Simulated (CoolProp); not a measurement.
CH2F2 (R32) along the isotherm 391.6 K: fugacity coefficient from the reference equation and from simpler models built on Tc = 351.3 K, pc = 5783 kPa, ω = 0.277; each cubic takes its own stable root.

Values from CoolProp's reference Helmholtz-energy equation of state, Tillner-Roth 1997.

```json
[
 {"p (kPa)": "27.4", "phase": "gas", "reference": "0.9988"},
 {"p (kPa)": "62.4", "phase": "gas", "reference": "0.9972"},
 {"p (kPa)": "142", "phase": "gas", "reference": "0.9936"},
 {"p (kPa)": "323", "phase": "gas", "reference": "0.9854"},
 {"p (kPa)": "736", "phase": "gas", "reference": "0.9669"},
 {"p (kPa)": "1670", "phase": "gas", "reference": "0.9260"},
 {"p (kPa)": "3810", "phase": "gas", "reference": "0.8359"},
 {"p (kPa)": "8670", "phase": "supercritical", "reference": "0.6495"}
]
```

Q: How far does each simpler model (van der Waals, Redlich-Kwong, Soave-Redlich-Kwong, Peng-Robinson) lie from the reference over these 8 states: mean and median of the absolute difference, and the worst?

A: 
- van der Waals: mean 0.7 %, median 0.3 %, worst +1.9 % at 391.6 K and 3810 kPa
- Redlich-Kwong: mean 0.3 %, median 0.1 %, worst +1.2 % at 391.6 K and 8670 kPa
- Soave-Redlich-Kwong: mean 1.1 %, median 0.3 %, worst +5.1 % at 391.6 K and 8670 kPa
- Peng-Robinson: mean 0.1 %, median 0.0 %, worst +0.6 % at 391.6 K and 8670 kPa
